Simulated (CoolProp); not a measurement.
Vapour-liquid equilibrium of R152A (1) + R227EA (2) at 0.0194 bar; x and y are mole fractions of (1).

Computed with CoolProp (multi-fluid Helmholtz-energy mixture model, Outcalt 1996 and Lemmon 2016; pair parameters Bell 2016).

```
x     bubble temperature (K)  y at the bubble point  dew temperature at overall composition x (K)  liquid density (mol/L)
----  ----------------------  ---------------------  --------------------------------------------  ----------------------
0.05                   192.2                  0.073                                         192.3                       …
0.2                    191.0                  0.309                                         191.6                   11.25
0.35                   189.6                  0.516                                         190.8                   12.08
0.5                    188.3                  0.671                                             …                   13.01
0.65                   187.3                  0.783                                         188.5                   14.06
0.8                        …                  0.874                                         187.2                   15.27
0.95                       …                  0.965                                         186.1                   16.67
```

Q: Complete the blanks.

A: 
- 0.05, liquid density (mol/L): 10.51
- 0.5, dew temperature at overall composition x (K): 189.7
- 0.8, bubble temperature (K): 186.6
- 0.95, bubble temperature (K): 186.0

No azeotrope shows between x = 0.05 and 0.95.

Pair parameters are fitted to limited data, so mixtures are less certain than the pure fluids. The gap from Raoult's law changes sign with composition, which may be real or a fault of the pair parameters; it wasn't checked against measurements.
